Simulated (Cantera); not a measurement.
A perfectly stirred reactor is fed with CH4 : C2H6 : O2 : N2 = 1 : 1.2 : 8.27 : 31.1 (molar parts), equivalence ratio 0.75, at 5780 Torr; it is adiabatic with a 600 K inlet, and is followed from long to short residence time, starting on the burning branch (τ in s: 0.063, 0.034, 0.018, 0.01, 0.0055, 0.003, 0.0016, 0.00088, 0.00048, 0.00026, 0.00014, 7.7e-05, 4.2e-05).

Cantera simulation using GRI-Mech 3.0 (53 species, 325 reactions); the numbers are that mechanism's predictions, not measurements.

Problem. What does this change do: CH4 1 to 1.5 parts?

Solution. 
```
quantity                                                                          before                                   after
------------------------------------------------  --------------------------------------  --------------------------------------
blow-out, bracketed by the residence times tried  burning at 42.0 µs, the shortest tried  burning at 42.0 µs, the shortest tried
x(CH4) at τ = 63.0 ms                                                            4.81e-7                                 3.71e-7
x(C2H6) at τ = 63.0 ms                                                           7.19e-8                                 3.12e-8
x(O2) at τ = 63.0 ms                                                              0.0481                                  0.0240
x(H2O2) at τ = 63.0 ms                                                           2.53e-7                                 3.13e-7
x(NO) at τ = 63.0 ms                                                             0.00155                                 0.00372
x(CH4) at τ = 1.60 ms                                                            1.11e-5                                 1.05e-5
x(C2H6) at τ = 1.60 ms                                                           2.24e-6                                 1.11e-6
x(O2) at τ = 1.60 ms                                                              0.0494                                  0.0267
x(H2O2) at τ = 1.60 ms                                                           3.59e-7                                 3.80e-7
x(NO) at τ = 1.60 ms                                                            0.000150                                0.000557
```
